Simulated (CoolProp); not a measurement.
Vapour pressure (kPa) of tetradecamethylhexasiloxane (MD4M): the reference equation beside estimates from Tc = 653.2 K, pc = 828.6 kPa, ω = 0.800. Clausius-Clapeyron is anchored at 442.2 K with a constant enthalpy of vaporisation of 58.49 kJ/mol.

Model: reference Helmholtz-energy equation of state, Thol 2019, in CoolProp.

```json
[
 {"T (K)": "430", "reference": "4.870", "Lee-Kesler": "?", "Clausius-Clapeyron": "4.940", "van der Waals": "120.5", "Redlich-Kwong": "42.19"},
 {"T (K)": "442.2", "reference": "7.758", "Lee-Kesler": "7.857", "Clausius-Clapeyron": "7.758", "van der Waals": "139.7", "Redlich-Kwong": "?"},
 {"T (K)": "454.4", "reference": "11.93", "Lee-Kesler": "11.96", "Clausius-Clapeyron": "11.89", "van der Waals": "160.9", "Redlich-Kwong": "68.72"},
 {"T (K)": "466.7", "reference": "17.84", "Lee-Kesler": "17.74", "Clausius-Clapeyron": "17.88", "van der Waals": "184.2", "Redlich-Kwong": "85.91"},
 {"T (K)": "478.9", "reference": "25.84", "Lee-Kesler": "25.56", "Clausius-Clapeyron": "26.26", "van der Waals": "209.5", "Redlich-Kwong": "105.8"},
 {"T (K)": "491.1", "reference": "36.49", "Lee-Kesler": "35.95", "Clausius-Clapeyron": "37.82", "van der Waals": "?", "Redlich-Kwong": "128.8"},
 {"T (K)": "503.4", "reference": "?", "Lee-Kesler": "49.64", "Clausius-Clapeyron": "53.67", "van der Waals": "?", "Redlich-Kwong": "155.3"},
 {"T (K)": "515.6", "reference": "68.25", "Lee-Kesler": "67.02", "Clausius-Clapeyron": "74.70", "van der Waals": "298.5", "Redlich-Kwong": "185.1"}
]
```

Question: Fill in the missing entries.

Answer: 
- 430, Lee-Kesler: 5.002
- 442.2, Redlich-Kwong: 54.28
- 491.1, van der Waals: 236.8
- 503.4, reference: 50.49
- 503.4, van der Waals: 266.6

Absolute difference from the reference over all 8 rows, mean and median: Lee-Kesler 1.4 and 1.4 %, Clausius-Clapeyron 2.9 and 1.5 %, van der Waals 1035.2 and 821.6 %, Redlich-Kwong 395.6 and 345.5 %.
